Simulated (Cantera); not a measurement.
A closed system holds: 1 mol Hg, 6.3 mol H2, at 1 atm.

Method: chemical equilibrium by Gibbs-energy minimisation in Cantera with the NASA 1993 tables (ideal gas, pure condensed phases). Candidate condensed phases: Hg; 3 gas species. The numbers say what is thermodynamically allowed, not how fast it happens.

Task: Which condensed phases are stable at each of these points (T (K)): 500, 600, 700, 800, 900, 1000, 1100, 1200, 1300, 1400, 1500, 1600?

Result: 
```tsv
T (K)	condensed phases	Hg condensed (%)
500	Hg(l)	66.0
600	gas only	0.0
700	gas only	0.0
800	gas only	0.0
900	gas only	0.0
1000	gas only	0.0
1100	gas only	0.0
1200	gas only	0.0
1300	gas only	0.0
1400	gas only	0.0
1500	gas only	0.0
1600	gas only	0.0
```

At 500 K the condensed part is Hg(l). From 600 K to 1600 K nothing is condensed.
